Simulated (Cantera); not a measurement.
Input: 1 mol Ta(OEt)5, 8.8 mol H2O, held at 1802 °C and 1 atm.

Method: chemical equilibrium by Gibbs-energy minimisation in Cantera with the NASA 1993 tables (ideal gas, pure condensed phases). Candidate condensed phases: C, C6H6, C7H8, C8H18, H2O, Ta, TaC, Ta2O5; 113 gas species. The feed counts by its element totals alone. The numbers say what is thermodynamically allowed, not how fast it happens.

Base state: H2 0.641, CO 0.315, H2O 0.0377, CO2 0.00382, H 0.00212, OH 1.42e-5 (mole fractions); condensed: Ta2O5(l).

Task: What changes in the equilibrium state with this change: temperature from 1802 °C to 1352 °C?

Result: 
```tsv
species	before	after
H2	0.641	0.645
CO	0.315	0.314
H2O	0.0377	0.0359
H	0.00212	5.63e-5
CO2	0.00382	0.00562
OH	1.42e-5	1.32e-7
Ta2O5(l), mol	0.500	0
Ta2O5(s), mol	0	0.500
```

Task: What changes in the equilibrium state with this change: H2O from 8.8 to 1.9 mol?

Result: 
```
species            before     after
----------------  -------  --------
H2                  0.641     0.673
CO                  0.315     0.324
H                 0.00212   0.00217
H2O                0.0377   1.94e-5
C2H2 (acetylene)    <1e-9  0.000835
CH4               6.98e-8  0.000161
Ta2O5(l), mol       0.500         0
C(graphite), mol        0      2.06
TaC(s), mol             0      1.00
```
TaC: taken at fixed stoichiometry. Condensed phases not in the tables: Ta2C.

Task: What changes in the equilibrium state with this change: pressure from 1 atm to 49.0 mbar?

Result: 
```csv
species,before,after
H2,0.641,0.635
CO,0.315,0.314
H2O,0.0377,0.0375
H,0.00212,0.00959
TaO2,7.31e-7,1.51e-5
OH,1.42e-5,6.46e-5
CO2,0.00382,0.00382
"Ta2O5(l), mol",0.500,0.500
```
